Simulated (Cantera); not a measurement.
Input: 1 mol Si, 2.4 mol Br2, 78 mol H2, equilibrated at 1325 K and 0.00130 bar.

These are equilibrium values from Cantera (NASA tables, ideal gas, pure condensed phases), not measurements of a reactor. Candidate condensed phases: Br2, Si; 19 gas species. The tables' values for SiBr3 are old estimates; treat these amounts as uncertain. Equilibrium is a limit: real reactors are often held back by kinetics, nucleation or transport.

Base state: H2 0.945, HBr 0.0490, SiBr2 0.00506, Br 0.000486, H 4.41e-5, SiBr3 1.50e-5 (mole fractions); condensed: Si(s).

What changes in the equilibrium state with this change: Br2 from 2.4 to 0.68 mol?


| species | before | after |
|---|---|---|
| H2 | 0.945 | 0.983 |
| HBr | 0.0490 | 0.0161 |
| SiBr2 | 0.00506 | 0.000523 |
| SiBr3 | 1.50e-5 | 5.00e-7 |
| Br | 0.000486 | 0.000156 |
| H | 4.41e-5 | 4.50e-5 |
| Si(s), mol | 0.591 | 0.959 |
